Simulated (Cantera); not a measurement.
**Al2O3 + Li2O + O2 (silicates and aluminates)**

Input: 1 mol Al2O3, 0.15 mol Li2O, 8.7 mol O2, at 2027 °C.

Cantera equilibrium calculation (NASA polynomials, part measured and part estimated; ideal gas, pure solids and liquids). Candidate condensed phases: Al, Al2O3, Li, LiAlO2, Li2O; 14 gas species. Mutual solubility and eutectic melting of coexisting phases are not modelled. Condensed phases not in the tables: alloys, solid solutions and most ternary compounds. Kinetics and transport are ignored.

| P (Pa) | log p O2 | log p O | log p Li | log p LiO | log p Li2O | n Al2O3(s) | n LiAlO2(l) |
|---|---|---|---|---|---|---|---|
| 10 | -4.23 | -4.42 | -5.58 | -7.65 | -10.19 | 0.998 | 0 |
| 100 | -3.08 | -3.85 | -4.53 | -6.03 | -7.52 | 1.000 | 0 |
| 1000 | -2.04 | -3.32 | -3.56 | -4.54 | -5.06 | 1.000 | 0 |
| 10000 | -1.01 | -2.81 | -3.67 | -4.14 | -4.78 | 0.864 | 0.272 |
| 100000 | 0.00 | -2.31 | -3.93 | -3.89 | -4.78 | 0.851 | 0.298 |
| 1000000 | 1.00 | -1.80 | -4.18 | -3.64 | -4.78 | 0.850 | 0.300 |
log p: log10 of the partial pressure in bar; n: condensed amount in mol.

From 10.0 Pa to 1000 Pa the condensed part is Al2O3(s). From 10000 Pa to 1000000 Pa the condensed part is Al2O3(s) + LiAlO2(l).
